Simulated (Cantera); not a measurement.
An isothermal, constant-pressure homogeneous reactor starts with NO : N2 = 1 : 0.26 (molar parts), at 1498 K and 1.10 bar.

Computed with Cantera and GRI-Mech 3.0 (53 species, 325 reactions).

x: mole fraction; the columns are a selection and need not sum to one.

```csv
t (s),x NO,x NO2,x O,x N2O,x N2
8.00e-5,0.794,4.68e-7,2.86e-8,4.96e-7,0.206
0.000208,0.794,1.26e-6,2.90e-8,1.28e-6,0.206
0.000538,0.794,3.33e-6,3.01e-8,3.31e-6,0.206
0.00140,0.794,8.79e-6,[?],8.49e-6,0.206
0.00362,0.794,2.35e-5,[?],2.13e-5,0.206
0.00940,0.794,6.45e-5,[?],5.10e-5,0.206
0.0244,0.793,0.000181,[?],0.000108,0.206
0.0632,0.793,0.000437,[?],0.000179,0.207
0.164,0.791,0.000637,[?],0.000210,0.207
0.426,0.788,0.000743,[?],0.000210,0.209
1.10,0.780,0.000945,[?],0.000205,0.213
2.86,0.759,0.00130,[?],0.000194,0.223
7.43,0.710,0.00181,[?],0.000169,0.248
19.3,0.608,0.00227,[?],0.000124,0.299
50.0,0.443,0.00227,[?],6.52e-5,0.381
```

Task: What belongs in the gaps?

Result: 
- 0.00140, x O: 3.29e-8
- 0.00362, x O: 4.02e-8
- 0.00940, x O: 5.95e-8
- 0.0244, x O: 1.10e-7
- 0.0632, x O: 2.07e-7
- 0.164, x O: 2.78e-7
- 0.426, x O: 3.19e-7
- 1.10, x O: 4.02e-7
- 2.86, x O: 5.56e-7
- 7.43, x O: 8.10e-7
- 19.3, x O: 1.17e-6
- 50.0, x O: 1.60e-6
